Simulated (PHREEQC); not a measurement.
NaOH is added in steps, without added water, to 1 kg of water holding 0.003 mol Fe(NO3)3, at 25 °C. O2 is buffered at 0.21 atm. CO2 from the air is kept out. The run lets Hematite precipitate or redissolve, and no other solid.

Base run: PHREEQC, ion-association model, wateq4f.dat. Each further column changes one thing. The table gives pH.

```csv
NaOH added (mol),base,diluted 2-fold with water,diluted 10-fold with water,Fe(NO3)3 from 0.003 to 0.0027 mol/kgw,no solid may form
0,2.08,2.38,3.06,2.13,2.67
0.002437,2.22,2.71,11.16,2.28,3.12
0.004063,2.34,3.39,11.47,2.43,3.65
0.0065,2.64,11.26,11.71,2.83,6.24
0.008937,4.24,11.60,11.86,10.88,7.91
0.01056,11.15,11.74,11.94,11.34,9.03
0.013,11.55,11.88,12.03,11.64,10.96
```

 In at least one series the solution becomes supersaturated in solids that the run did not let form, among them Hematite.
